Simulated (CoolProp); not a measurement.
Vapour-liquid equilibrium of dimethyl ether (1) + R236EA (2) at 167 kPa; x and y are mole fractions of (1).

Values from CoolProp's multi-fluid Helmholtz-energy mixture model, Wu 2011 and Rui 2013; pair parameters Bell 2016.

| x | bubble temperature, mixture model (K) | bubble temperature, Raoult's law (K) | y, mixture model | y, Raoult's law |
|---|---|---|---|---|
| 0.05 | (withheld) | 289.7 | (withheld) | 0.137 |
| 0.2 | 290.6 | 282.8 | 0.261 | 0.442 |
| 0.35 | 287.6 | 277.1 | (withheld) | 0.640 |
| 0.5 | 282.4 | 272.3 | 0.721 | 0.774 |
| 0.65 | (withheld) | 268.2 | 0.885 | 0.868 |
| 0.8 | 267.8 | 264.6 | 0.967 | 0.936 |
| 0.95 | 261.9 | 261.5 | (withheld) | 0.986 |

Problem. Some entries are withheld; supply them.

Solution. 
- 0.05, bubble temperature, mixture model (K): 292.0
- 0.05, y, mixture model: 0.060
- 0.35, y, mixture model: 0.494
- 0.65, bubble temperature, mixture model (K): 275.3
- 0.95, y, mixture model: 0.996

The largest gap from Raoult's law is +10.5 K in bubble temperature, at x = 0.35. No azeotrope shows between x = 0.05 and 0.95.

The pair parameters rest on a limited set of measurements; away from them the model extrapolates.
